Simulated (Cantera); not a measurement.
A freely propagating, adiabatic, planar premixed flame of 30.0 % CO, 0.931 % H2, 12.9 % O2, 48.6 % N2, 7.51 % CO2, unburnt at 723 K and 4.93 atm; mixture-averaged transport, grid criteria slope 0.08 and curve 0.16, no radiation.

Detailed kinetics in Cantera: GRI-Mech 3.0 (53 species, 325 reactions). The hydrogen kinetics of GRI-Mech 3.0 are dated; newer H2 mechanisms differ, most at raised pressure. Burning velocities carry a grid error of a few per cent, more on coarse grids.

Problem. Predict: laminar burning velocity; thermal thickness; peak x(H2O2); peak x(O).

Solution. 
```json
{
  "laminar_burning_velocity": "98.7 cm/s",
  "thermal_thickness": "0.178 mm",
  "peak x(H2O2)": "6.88e-5",
  "peak x(O)": "0.00954"
}
```
